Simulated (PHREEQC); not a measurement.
Make-up at 50 °C: 0.0014 mol/kgw Ag2SO4, 0.18 mol/kgw HF, 0.11 mol/kgw Cu(NO3)2 and 0.029 mol/kgw KNO3. Closed to the air; pH follows from the charge balance.

Equilibrium calculation in PHREEQC: ion-association model, wateq4f.dat.

- pH: 1.93
- ionic strength: 0.368 mol/kgw
- activity of water: 0.990
- total alkalinity: -180 meq/kg

```
species  molality  activity   log γ
-------  --------  --------  ------
NO3-        0.249     0.156  -0.202
HF          0.125     0.136   0.037
Cu+2        0.105    0.0273  -0.587
K+         0.0290    0.0189  -0.184
H2F2       0.0173    0.0188   0.037
H+         0.0155    0.0119  -0.115
F-        0.00738   0.00477  -0.190
HF2-      0.00436   0.00282  -0.190
CuF+      0.00406   0.00292  -0.143
```

This is a speciation only: nothing precipitates in the calculation. wateq4f.dat counts part of the HF as a dimer, H2F2, which phreeqc.dat doesn't know; its constant is uncertain. Constants without temperature data keep their 25 °C values here.
